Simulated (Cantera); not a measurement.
# Si + HCl + H2 (chlorosilane synthesis and conversion)

Charge: 1 mol Si, 0.93 mol HCl, 5 mol H2, equilibrated at 0.133 bar.

Equilibrium computed with Cantera from the NASA thermochemical tables; the gas is ideal and each condensed phase is pure. Candidate condensed phases: Si; 19 gas species. The tables' values for SiCl3, SiCl are old estimates; treat these amounts as uncertain. Rates play no part.

| T (K) | x H2 | x HCl | x SiCl2 | x SiCl4 | x SiHCl3 | n Si(s) |
|---|---|---|---|---|---|---|
| 623 | 0.955 | 7.96e-5 | 3.32e-9 | 0.0288 | 0.0160 | 0.744 |
| 723 | 0.955 | 0.000543 | 2.42e-7 | 0.0291 | 0.0153 | 0.745 |
| 823 | 0.953 | 0.00230 | 6.09e-6 | 0.0291 | 0.0146 | 0.748 |
| 923 | 0.950 | 0.00701 | 7.43e-5 | 0.0283 | 0.0137 | 0.756 |
| 1023 | 0.943 | 0.0168 | 0.000533 | 0.0261 | 0.0124 | 0.769 |
| 1123 | 0.930 | 0.0332 | 0.00250 | 0.0214 | 0.0103 | 0.788 |
| 1223 | 0.912 | 0.0545 | 0.00794 | 0.0140 | 0.00725 | 0.806 |
| 1323 | 0.894 | 0.0743 | 0.0169 | 0.00632 | 0.00386 | 0.814 |
| 1423 | 0.883 | 0.0852 | 0.0248 | 0.00190 | 0.00153 | 0.812 |
| 1523 | 0.879 | 0.0886 | 0.0292 | 0.000481 | 0.000535 | 0.808 |
| 1623 | 0.878 | 0.0889 | 0.0315 | 0.000127 | 0.000195 | 0.803 |
x: gas mole fraction; n: condensed amount in mol.

From 623 K to 1623 K the condensed part is Si(s). The main Si-bearing gas is SiCl4 at 623 K and SiCl2 at 1623 K. The share of Si in condensed phases is highest at 1323 K (81.4 %) and lowest at 623 K (74.4 %).
